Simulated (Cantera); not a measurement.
# Low-pressure radical oxidation in H2/O2

An isothermal, constant-pressure homogeneous reactor starts with 1.67 % H₂, 98.3 % O₂, equivalence ratio 0.0085, at 1075 K and 20.0 Torr.

Model: the H2/O2 subset of GRI-Mech 3.0, which has no nitrogen chemistry, integrated in Cantera. Radical loss at walls, strong at low pressure, is not modelled.

| t (s) | x H₂ | x O₂ | x O | x H | x H₂O₂ |
|---|---|---|---|---|---|
| 0.000500 | 0.0167 | 0.983 | 2.79e-9 | 7.14e-10 | <1e-12 |
| 0.00133 | 0.0167 | 0.983 | 8.41e-8 | 1.86e-8 | 1.83e-12 |
| 0.00355 | 0.0161 | 0.983 | 0.000390 | 9.12e-5 | 7.33e-9 |
| 0.00945 | 0.000147 | 0.974 | 0.00846 | 0.000938 | 7.95e-8 |
| 0.0252 | 4.82e-5 | 0.979 | 0.00379 | 0.000250 | 6.37e-8 |
| 0.0671 | 1.26e-5 | 0.982 | 0.00102 | 3.44e-5 | 5.51e-8 |
| 0.179 | 2.30e-6 | 0.983 | 0.000196 | 2.88e-6 | 3.79e-8 |
| 0.476 | 3.79e-7 | 0.983 | 3.42e-5 | 2.12e-7 | 1.88e-8 |
| 1.27 | 6.89e-8 | 0.983 | 6.58e-6 | 1.80e-8 | 7.04e-9 |
| 3.38 | 1.51e-8 | 0.983 | 1.51e-6 | 1.98e-9 | 2.32e-9 |
| 9.00 | 3.94e-9 | 0.983 | 4.11e-7 | 2.81e-10 | 7.61e-10 |
x: mole fraction; the columns are a selection and need not sum to one.

Equilibrium at this temperature and pressure: H₂ 7.34e-11, O₂ 0.983, O 8.02e-9, H <1e-12, H₂O₂ 1.88e-11 (gas phase only).
